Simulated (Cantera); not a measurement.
A freely propagating, adiabatic, planar premixed flame of 3.90 % C₃H₈, 22.4 % O₂, 71.7 % N₂, 2.03 % H₂O, unburnt at 450 K and 7350 Torr; mixture-averaged transport, grid criteria slope 0.08 and curve 0.16, no radiation.

Detailed kinetics in Cantera: GRI-Mech 3.0 (53 species, 325 reactions). GRI-Mech 3.0 was tuned for natural gas; its chemistry of propane as a main component is partial and can be far from experiment. Burning velocities carry a grid error of a few per cent, more on coarse grids.

Task: Predict: laminar burning velocity; thermal thickness; peak x(CH₂); peak x(OH).

Result: 
* **laminar burning velocity**: 52.6 cm/s
* **thermal thickness**: 0.0472 mm
* **peak x(CH₂)**: 2.90e-5
* **peak x(OH)**: 0.00752
